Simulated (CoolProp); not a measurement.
The fluid at 325.22 K and 0.479 MPa expands adiabatically to 0.0322 MPa with isentropic efficiency 0.7. The same conditions are run with several fluids, on thermodynamics alone (safety and materials aside).

Model: reference Helmholtz-energy equation of state of each fluid (R227EA: Lemmon 2016; hydrogen sulfide: Lemmon 2006; dry air: Lemmon 2000; carbonyl sulfide: Lemmon 2006), in CoolProp. Blends and air are pseudo-pure fits.

**Question.** Rank R227EA, hydrogen sulfide, dry air, carbonyl sulfide by work (kJ/kg), highest first.

**Answer.** dry air (123), hydrogen sulfide (108), carbonyl sulfide (63.5), R227EA (26.3)

| fluid | final temperature (K) | final density (kg/m³) |
|---|---|---|
| R227EA | 286.2 | 2.32 |
| hydrogen sulfide | 210.4 | 0.632 |
| dry air | 202.3 | 0.555 |
| carbonyl sulfide | 222.9 | 1.05 |
